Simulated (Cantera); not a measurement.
A Cantera script and what it prints.

```python
import numpy as np
import cantera as ct

gas_names = """
    H HNO HNO2 HNO3 HO2 H2 H2O H2O2 N NH NH2 NH3 NH2OH NO NO2 NO3 N2 N2H2 N2H4 N2O O OH O2 O3 Si SiH
    SiH2 SiH3 SiH4 SiN SiO SiO2 Si2 Si2N Si3
""".split()
cond_names = """
    H2O(s) H2O(L) Si(cr) Si(L) SiO2(Lqz) SiO2(hqz) SiO2(L) Si2N2O(s) Si3N4(a)
""".split()


# ... load() reads the species with a 1 bar reference pressure and builds the phases ...
atoms = {
    'Si': {'Si': 1},
    'H2O': {'H': 2, 'O': 1},
    'N2': {'N': 2},
}
top_T = {'Si2N2O(s)': 2100, 'Si3N4(a)': 2400}  # K; cautious upper limits of use, not melting points


# ... equilibrate(T, P, feed) seeds the gas with the atoms and calls Mixture.equilibrate('TP', solver="vcs", rtol=1e-11, max_steps=5000) ...
results = []
feed = {'Si': 1, 'H2O': 2.8, 'N2': 880}  # mol
P = 3.1  # Pa
for T in [1375, 1425, 1475, 1525, 1575, 1625, 1675, 1725, 1775]:
    mix = equilibrate(T, P, feed)
    results.append((T, P, feed, dict(zip(mix.species_names, mix.species_moles))))
    x = sorted(zip(gas.X, gas.species_names), reverse=True)
    print(f"T = {T:g} K  P = {P:g} Pa  gas = {mix.phase_moles(0):.4g} mol")
    print("   x: " + "  ".join(f"{s} {v:.3e}" for v, s in x if v > 1e-06))
    print("   condensed (mol): " + ("  ".join(f"{mix.phase(i).name} {mix.phase_moles(i):.4g}"
          for i in range(1, mix.n_phases) if mix.phase_moles(i) > 1e-12) or "none"))
```

It prints:

```
T = 1375 K  P = 3.1 Pa  gas = 882.8 mol
   x: N2 9.968e-01  H2 2.248e-03  H2O 9.086e-04  H 2.918e-05  SiO 2.624e-06
   condensed (mol): SiO2(hqz) 0.9977
T = 1425 K  P = 3.1 Pa  gas = 882.8 mol
   x: N2 9.968e-01  H2 2.223e-03  H2O 9.191e-04  H 5.777e-05  SiO 1.359e-05
   condensed (mol): SiO2(hqz) 0.988
T = 1475 K  P = 3.1 Pa  gas = 882.9 mol
   x: N2 9.967e-01  H2 2.153e-03  H2O 9.637e-04  H 1.081e-04  SiO 5.920e-05  OH 1.268e-06
   condensed (mol): SiO2(hqz) 0.9477
T = 1525 K  P = 3.1 Pa  gas = 883.1 mol
   x: N2 9.965e-01  H2 1.972e-03  H2O 1.103e-03  SiO 2.013e-04  H 1.887e-04  OH 3.273e-06
   condensed (mol): SiO2(hqz) 0.8221
T = 1575 K  P = 3.1 Pa  gas = 883.4 mol
   x: N2 9.962e-01  H2 1.619e-03  H2O 1.395e-03  SiO 5.049e-04  H 3.004e-04  OH 9.401e-06  NO 3.241e-06  O 1.464e-06
   condensed (mol): SiO2(hqz) 0.5534
T = 1625 K  P = 3.1 Pa  gas = 883.9 mol
   x: N2 9.956e-01  H2O 1.808e-03  H2 1.133e-03  SiO 9.665e-04  H 4.264e-04  OH 2.866e-05  NO 1.341e-05  O 8.883e-06  O2 6.456e-06  SiO2 2.632e-06
   condensed (mol): SiO2(hqz) 0.1434
T = 1675 K  P = 3.1 Pa  gas = 884.2 mol
   x: N2 9.953e-01  H2O 1.848e-03  SiO 1.127e-03  H2 9.645e-04  H 6.476e-04  OH 6.003e-05  NO 3.428e-05  O 3.256e-05  O2 2.817e-05  SiO2 4.130e-06
   condensed (mol): none
T = 1725 K  P = 3.1 Pa  gas = 884.5 mol
   x: N2 9.949e-01  H2O 1.653e-03  SiO 1.126e-03  H 1.028e-03  H2 9.499e-04  OH 9.854e-05  O 8.464e-05  O2 6.592e-05  NO 6.343e-05  SiO2 4.176e-06
   condensed (mol): none
T = 1775 K  P = 3.1 Pa  gas = 884.9 mol
   x: N2 9.944e-01  H 1.595e-03  H2O 1.354e-03  SiO 1.126e-03  H2 9.412e-04  O 1.890e-04  OH 1.429e-04  O2 1.208e-04  NO 1.027e-04  SiO2 3.827e-06
   condensed (mol): none
```

Method: chemical equilibrium by Gibbs-energy minimisation in Cantera with the NASA 1993 tables (ideal gas, pure condensed phases). The tables hold silica as quartz up to 1696 K and as liquid above; real silica turns to tridymite and cristobalite and melts near 1996 K.
